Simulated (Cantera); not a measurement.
Equilibrium for silicon oxide and oxynitride deposition: HMDSO + N₂O + N₂

Input: 1 mol HMDSO, 35 mol N₂O, 51 mol N₂, held at 1.00 bar.

Cantera equilibrium calculation (NASA polynomials, part measured and part estimated; ideal gas, pure solids and liquids). Candidate condensed phases: C, C₆H₆, C₇H₈, C₈H₁₈, H₂O, Si, SiC, SiO₂, Si₂N₂O, Si₃N₄; 151 gas species. The feed counts by its element totals alone. The tables hold silica as quartz up to 1696 K and as liquid above; real silica turns to tridymite and cristobalite and melts near 1996 K. Gases not in the tables: Si(OH)₄. Equilibrium is a limit: real reactors are often held back by kinetics, nucleation or transport.

| T (K) | x N₂ | x H₂O | x CO₂ | x O₂ | x NO | x OH | n SiO₂(β-quartz) | n SiO₂(condensed) |
|---|---|---|---|---|---|---|---|---|
| 1150 | 0.807 | 0.0845 | 0.0563 | 0.0516 | 6.59e-5 | 9.53e-7 | 2.00 | 0 |
| 1200 | 0.807 | 0.0845 | 0.0563 | 0.0516 | 9.81e-5 | 1.94e-6 | 2.00 | 0 |
| 1250 | 0.807 | 0.0845 | 0.0563 | 0.0516 | 0.000142 | 3.72e-6 | 2.00 | 0 |
| 1300 | 0.807 | 0.0845 | 0.0563 | 0.0515 | 0.000199 | 6.79e-6 | 2.00 | 0 |
| 1350 | 0.807 | 0.0845 | 0.0563 | 0.0515 | 0.000271 | 1.19e-5 | 2.00 | 0 |
| 1400 | 0.807 | 0.0845 | 0.0563 | 0.0515 | 0.000363 | 1.99e-5 | 2.00 | 0 |
| 1450 | 0.807 | 0.0845 | 0.0563 | 0.0514 | 0.000476 | 3.22e-5 | 2.00 | 0 |
| 1500 | 0.807 | 0.0845 | 0.0563 | 0.0513 | 0.000612 | 5.06e-5 | 2.00 | 0 |
| 1550 | 0.807 | 0.0845 | 0.0563 | 0.0512 | 0.000775 | 7.70e-5 | 2.00 | 0 |
| 1600 | 0.807 | 0.0844 | 0.0563 | 0.0511 | 0.000966 | 0.000114 | 2.00 | 0 |
| 1650 | 0.807 | 0.0844 | 0.0563 | 0.0510 | 0.00119 | 0.000165 | 2.00 | 0 |
| 1700 | 0.807 | 0.0844 | 0.0563 | 0.0509 | 0.00144 | 0.000234 | 0 | 2.00 |
| 1750 | 0.807 | 0.0843 | 0.0563 | 0.0507 | 0.00173 | 0.000325 | 0 | 2.00 |
x: gas mole fraction; n: condensed amount in mol.

From 1150 K to 1650 K the condensed part is SiO₂(β-quartz). From 1700 K to 1750 K the condensed part is SiO₂(condensed).
